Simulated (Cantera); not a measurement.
Transport properties of process gases

Gas mixture: 25.9 % CO₂, 10.7 % H₂, 25.5 % H₂O, 37.9 % C₂H₂, at 13300 Pa, frozen composition.

Cantera's kinetic-theory transport with the Lennard-Jones parameters of GRI-Mech 3.0, ideal gas; thermal conductivity in the multicomponent form. Polar gases are described roughly by these parameters. The composition is frozen, though it would react at the higher temperatures.

| T (K) | ρ (kg/m³) | cp (J/kg/K) | μ (µPa s) | λ (mW/m/K) | Pr | D (cm²/s) O | D (cm²/s) CO₂ | D (cm²/s) NO |
|---|---|---|---|---|---|---|---|---|
| 400 | 0.105 | 1595 | 16.0 | 43.1 | 0.591 | 3.90 | 2.03 | 2.45 |
| 600 | 0.0697 | 1790 | 22.8 | 66.5 | 0.613 | 7.93 | 4.32 | 5.03 |
| 800 | 0.0523 | 1933 | 28.8 | 89.1 | 0.624 | 13.0 | 7.24 | 8.27 |
| 1000 | 0.0418 | 2054 | 34.2 | 111 | 0.631 | 18.9 | 10.7 | 12.1 |
| 1200 | 0.0348 | 2156 | 39.2 | 133 | 0.634 | 25.7 | 14.7 | 16.4 |
| 1400 | 0.0299 | 2242 | 43.9 | 155 | 0.636 | 33.3 | 19.1 | 21.3 |
D: mixture-averaged diffusion coefficient of that species in the mixture.
